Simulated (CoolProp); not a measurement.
Computed with CoolProp (reference Helmholtz-energy equation of state, Smukala 2000).

Question: For ethylene, give the phase and the cp (kJ/(kg K)), Joule-Thomson coefficient (K/MPa) at 319.5 K and 1.14 bar; 381.5 K and 40.6 bar.

Answer: 
- 319.5 K and 1.14 bar: gas; cp 1.61, Joule-Thomson coefficient 8.55
- 381.5 K and 40.6 bar: gas; cp 2.07, Joule-Thomson coefficient 5.41
